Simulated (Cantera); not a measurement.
Charge: 1 mol Si₃N₄, 0.2 mol H₂O, 26 mol N₂, 0.87 mol CO₂, equilibrated at 2023.15 K and 1.60 bar.

Cantera equilibrium calculation (NASA polynomials, part measured and part estimated; ideal gas, pure solids and liquids). Candidate condensed phases: C, C₆H₆, C₇H₈, C₈H₁₈, H₂O, Si, SiC, SiO₂, Si₂N₂O, Si₃N₄; 151 gas species. Mutual solubility and eutectic melting of coexisting phases are not modelled. Equilibrium is a limit: real reactors are often held back by kinetics, nucleation or transport.

Base state: N₂ 0.969, CO 0.0201, H₂ 0.00702, SiO 0.00290, HCN 0.000347, H 0.000126, HNC 2.06e-5 (mole fractions); condensed: SiC(s) + Si₂N₂O(s).

**Question.** What changes in the equilibrium state with this change: Si₃N₄ replaced by Si?

**Answer.** 
| species | before | after |
|---|---|---|
| N₂ | 0.969 | 0.928 |
| SiO | 0.00290 | 0.0332 |
| CO | 0.0201 | 0.0311 |
| CO₂ | 5.68e-8 | 1.29e-5 |
| H₂O | 9.25e-8 | 1.37e-5 |
| HCN | 0.000347 | 3.59e-6 |
| HNC | 2.06e-5 | 2.13e-7 |
| SiC(s), mol | 0.306 | 0 |
| Si₂N₂O(s), mol | 1.31 | 0 |
| SiO₂(l), mol | 0 | 0.0694 |
The tables hold silica as quartz up to 1696 K and as liquid above; real silica turns to tridymite and cristobalite and melts near 1996 K.
